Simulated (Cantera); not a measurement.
Cantera run:

```python
import numpy as np
import cantera as ct

gas_names = """
    F FO FO2 F2 F2O N NF NF2 NF3 NO NO2 NO3 N2 N2O O O2 O3 Si SiF SiF2 SiF3 SiF4 SiN SiO SiO2 Si2 Si2N
    Si3
""".split()
cond_names = """
    Si(cr) Si(L) SiO2(Lqz) SiO2(hqz) SiO2(L) Si2N2O(s) Si3N4(a)
""".split()


# ... load() reads the species with a 1 bar reference pressure and builds the phases ...
atoms = {
    'SiF4': {'Si': 1, 'F': 4},
    'N2O': {'N': 2, 'O': 1},
}
top_T = {'Si2N2O(s)': 2100, 'Si3N4(a)': 2400}  # K; cautious upper limits of use, not melting points


# ... equilibrate(T, P, feed) seeds the gas with the atoms and calls Mixture.equilibrate('TP', solver="vcs", rtol=1e-11, max_steps=5000) ...
results = []
T = 1998.15  # K
P = 890  # Pa
for m in [0.31, 0.44, 0.62, 0.87, 1.2, 1.7, 2.5, 3.5, 4.9, 7, 9.8, 14]:
    feed = {'SiF4': 1, 'N2O': m}  # mol
    mix = equilibrate(T, P, feed)
    results.append((T, P, feed, dict(zip(mix.species_names, mix.species_moles))))

top = {s: max(r[3][s] / sum(r[3][g] for g in gas_names) for r in results) for s in gas_names}
cols = sorted((s for s in top if top[s] > 0.0001), key=lambda s: -top[s])[:6]
seen = [c for c in cond_names if any(r[3].get(c, 0) > 1e-12 for r in results)]
print("log10 of partial pressures in bar; condensed amounts in mol")
print(f"{'n(N2O)':>10s}" + "".join(f"{s[:9]:>10s}" for s in cols + seen))
for T, P, feed, n in results:
    ng = sum(n[g] for g in gas_names)
    print(f"{feed['N2O']:10.4g}" + "".join(f"{np.log10(max(n[s] / ng * P / 1e5, 1e-99)):10.3f}" for s in cols)
          + "".join(f"{n.get(c, 0):10.4g}" for c in seen))
```

Output:

```
log10 of partial pressures in bar; condensed amounts in mol
    n(N2O)      SiF4        N2        O2        NO         O         F
      0.31    -2.219    -2.729    -3.038    -4.611    -4.700    -4.867
      0.44    -2.273    -2.631    -2.939    -4.513    -4.650    -4.893
      0.62    -2.338    -2.548    -2.856    -4.429    -4.608    -4.924
      0.87    -2.416    -2.478    -2.785    -4.359    -4.573    -4.959
       1.2    -2.500    -2.423    -2.730    -4.304    -4.546    -4.998
       1.7    -2.603    -2.374    -2.681    -4.255    -4.521    -5.043
       2.5    -2.730    -2.333    -2.640    -4.214    -4.501    -5.096
       3.5    -2.850    -2.306    -2.613    -4.187    -4.487    -5.143
       4.9    -2.976    -2.286    -2.593    -4.167    -4.477    -5.189
         7    -3.115    -2.270    -2.577    -4.151    -4.469    -5.238
       9.8    -3.250    -2.259    -2.566    -4.140    -4.464    -5.281
        14    -3.397    -2.251    -2.557    -4.132    -4.459    -5.325
```

Method: chemical equilibrium by Gibbs-energy minimisation in Cantera with the NASA 1993 tables (ideal gas, pure condensed phases). The tables' values for SiF3, SiO2 are old estimates; treat these amounts as uncertain.
